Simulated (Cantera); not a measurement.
# Ignition delay

Mixture: CH₄ : H₂ : O₂ : N₂ = 1 : 0.034 : 2.88 : 18.2 (molar parts), equivalence ratio 0.70, at 7.90 bar, adiabatic and at constant pressure. Ignition delay is the time to a rise of 400 K.

Cantera simulation using GRI-Mech 3.0 (53 species, 325 reactions); the numbers are that mechanism's predictions, not measurements.

| T0 (K) | delay (ms) |
|---|---|
| 1075 | 22.1 |
| 1150 | 9.38 |
| 1225 | 4.21 |
| 1300 | 1.93 |
| 1375 | 0.906 |
| 1450 | 0.437 |

```yaml
apparent activation energy between 1300 and 1450 K: 160 kJ/mol
```
